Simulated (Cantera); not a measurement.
## Premixed flame

A freely propagating, adiabatic, planar premixed flame of H2 : O2 : N2 : H2O = 1 : 0.417 : 1.57 : 0.53 (molar parts), equivalence ratio 1.2, unburnt at 525 K and 4.00 bar; mixture-averaged transport, grid criteria slope 0.08 and curve 0.16, no radiation.

Detailed kinetics in Cantera: the H2/O2 subset of GRI-Mech 3.0, which has no nitrogen chemistry. The hydrogen kinetics of GRI-Mech 3.0 are dated; newer H2 mechanisms differ, most at raised pressure. Burning velocities carry a grid error of a few per cent, more on coarse grids.

```csv
z (mm),T (K),u (m/s),x H2,x O2,x H2O,x HO2,x OH,x H
-0.210,525,3.68,0.284,0.119,0.151,<1e-8,<1e-8,<1e-8
-0.140,525,3.67,0.284,0.119,0.151,4.00e-8,<1e-8,<1e-8
-0.105,525,3.67,0.283,0.119,0.151,5.02e-7,<1e-8,<1e-8
-0.0699,529,3.68,0.278,0.120,0.152,7.69e-6,<1e-8,<1e-8
-0.0349,601,4.05,0.251,0.122,0.163,0.000445,1.39e-5,8.44e-6
-0.0175,879,5.73,0.209,0.112,0.199,0.00107,0.000619,0.000992
0,1286,8.21,0.152,0.0830,0.267,0.000476,0.00189,0.00757
0.0175,1574,9.96,0.103,0.0479,0.334,0.000205,0.00461,0.0161
0.0349,1737,10.9,0.0757,0.0255,0.374,9.35e-5,0.00752,0.0195
0.0699,1892,11.9,0.0597,0.0107,0.402,3.39e-5,0.00975,0.0172
0.140,2018,12.6,0.0545,0.00537,0.416,1.47e-5,0.00895,0.0113
0.280,2107,13.0,0.0512,0.00270,0.427,6.38e-6,0.00673,0.00670
0.559,2163,13.3,0.0488,0.00116,0.434,2.29e-6,0.00452,0.00385
```
x: mole fraction of selected species; z is measured from the peak of heat release.

```yaml
laminar_burning_velocity: 368 cm/s
thermal_thickness: 0.0699 mm
peak x(HO2): 0.00114
peak x(OH): 0.00983
peak x(H): 0.0196
grid_points: 110
```
